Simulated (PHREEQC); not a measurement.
Consider water at 25 °C with 1.3 mol/kgw NH4Cl. Closed to the air; pH follows from the charge balance.

The numbers come from PHREEQC with the ion-association model, phreeqc.dat.

```json
{
 "pH": "4.85",
 "ionic_strength": "1.30 mol/kgw",
 "activity_of_water": "0.956",
 "density": "1.017 g/cm³"
}
```

```csv
species,molality,activity,log γ
Cl-,1.30,0.775,-0.224
NH4+,1.30,0.651,-0.300
H+,1.93e-5,1.42e-5,-0.133
NH3,1.93e-5,2.61e-5,0.130
OH-,1.21e-9,6.80e-10,-0.252
```

No solid was allowed to form. Caution: at this ionic strength the ion-association model is outside its range; a Pitzer model would be the better tool where its parameters exist. Complexes and solids missing from the database can't appear.
